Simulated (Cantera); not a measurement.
Ammonia decomposition in nitride growth gas

An isothermal, constant-pressure homogeneous reactor starts with 32.3 % NH3, 67.7 % N2, at 2200 K and 101000 Pa.

Model: the gas-phase N/H chemistry of the illustrative SiF4/NH3 mechanism in the Surface Chemkin manual (1991), integrated in Cantera. Walls and surfaces, which speed up NH3 decomposition in real reactors, are not modelled.

```
t (s)        x NH3       x H       x N    x N2H4     x NH2     x NH    x N2H2
--------  --------  --------  --------  --------  --------  -------  --------
2.00e-6      0.322   2.32e-6  3.94e-11   1.00e-9   9.76e-5  5.11e-8   4.75e-9
7.02e-6      0.322   2.41e-6   2.15e-9   1.28e-8  0.000346  9.08e-7   8.22e-8
2.47e-5      0.321   3.96e-6   3.73e-8   1.36e-7   0.00112  8.82e-6   1.26e-6
8.66e-5      0.317   1.47e-5   2.13e-7   4.32e-7   0.00200  2.24e-5   4.75e-6
0.000304     0.303   4.47e-5   7.75e-7   3.47e-7   0.00179  2.87e-5   4.61e-6
0.00107      0.260  0.000126   2.01e-6   2.10e-7   0.00140  3.49e-5   3.64e-6
0.00375      0.157  0.000350   3.14e-6   8.73e-8  0.000900  3.42e-5   1.94e-6
0.0132      0.0339  0.000950   3.48e-6   9.96e-9  0.000304  2.10e-5   3.33e-7
0.0462    0.000469   0.00317   1.42e-6  1.72e-11   1.27e-5  2.75e-6   1.48e-9
0.162      3.87e-5   0.00339   1.44e-7    <1e-12   1.12e-6  2.61e-7  1.44e-11
0.570      9.27e-6   0.00340   3.46e-8    <1e-12   2.68e-7  6.25e-8  2.84e-12
2.00       3.32e-6   0.00340   1.24e-8    <1e-12   9.59e-8  2.24e-8  2.22e-12
```
x: mole fraction; the columns are a selection and need not sum to one.

Equilibrium at this temperature and pressure: NH3 2.63e-6, H 0.00340, N 9.81e-9, N2H4 <1e-12, NH2 7.59e-8, NH 1.77e-8, N2H2 2.19e-12 (gas phase only).
